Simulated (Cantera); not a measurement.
Input: 1 mol SiCl4, 0.16 mol NO, 8 mol H2, at 1623.15 K and 0.0100 bar.

Method: chemical equilibrium by Gibbs-energy minimisation in Cantera with the NASA 1993 tables (ideal gas, pure condensed phases). Candidate condensed phases: H2O, NH4Cl, Si, SiO2, Si2N2O, Si3N4; 47 gas species. The tables' values for SiCl3, SiCl are old estimates; treat these amounts as uncertain. Kinetics and transport are ignored.

Question: What is the equilibrium state?

Answer: 
* **x(H2)**: 0.670
* **x(HCl)**: 0.224
* **x(SiCl2)**: 0.0792
* **x(SiO)**: 0.0156
* **x(N2)**: 0.00782
* **x(SiCl3)**: 0.00260
* **x(H)**: 0.000567
* **x(SiCl4)**: 0.000199
* **x(Cl)**: 0.000149
* **gas amount**: 10.23 mol
* **log10 activity of Si(s) (absent)**: -0.52
